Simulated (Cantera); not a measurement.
Charge: 1 mol SiCl₄, 43 mol H₂, equilibrated at 2273.15 K and 368 Torr.

Method: chemical equilibrium by Gibbs-energy minimisation in Cantera with the NASA 1993 tables (ideal gas, pure condensed phases). Candidate condensed phases: Si; 19 gas species. The tables' values for SiCl, SiCl₃ are old estimates; treat these amounts as uncertain. Gases not in the tables: Si₂H₆ and higher silanes. Equilibrium is a limit: real reactors are often held back by kinetics, nucleation or transport.

Base state: H₂ 0.907, HCl 0.0683, H 0.0114, SiCl₂ 0.00923, Si 0.00149, SiCl 0.000699, Cl 0.000621, SiH 0.000384 (mole fractions); condensed: Si(l).

Task: What changes in the equilibrium state with this change: SiCl₄ replaced by (CH₃)₂SiCl₂?

Result: 
```csv
species,before,after
H₂,0.907,0.942
HCl,0.0683,0.0410
H,0.0114,0.0117
SiCl₂,0.00923,0.000427
C₂H₂ (acetylene),0,0.00356
CH₄,0,9.83e-5
SiC₂,0,2.50e-5
CH₃,0,2.30e-5
Si₂C,0,1.49e-5
"Si(l), mol",0.442,0
"C(graphite), mol",0,0.693
"SiC(s), mol",0,0.960
```
The feed counts by its element totals alone. The tables' values for SiCl are old estimates; treat these amounts as uncertain. Further candidate phases: C, C₆H₆, C₇H₈, C₈H₁₈, SiC.

Task: What changes in the equilibrium state with this change: temperature from 2273.15 K to 1698.15 K?

Result: 
```csv
species,before,after
H₂,0.907,0.926
HCl,0.0683,0.0595
SiCl₂,0.00923,0.0137
H,0.0114,0.000199
Si₂,2.75e-5,5.85e-9
Si,0.00149,1.34e-6
SiH,0.000384,1.41e-6
SiCl₄,1.82e-7,3.35e-5
"Si(l), mol",0.442,0.351
```
The tables' values for SiCl₃ are old estimates; treat these amounts as uncertain.
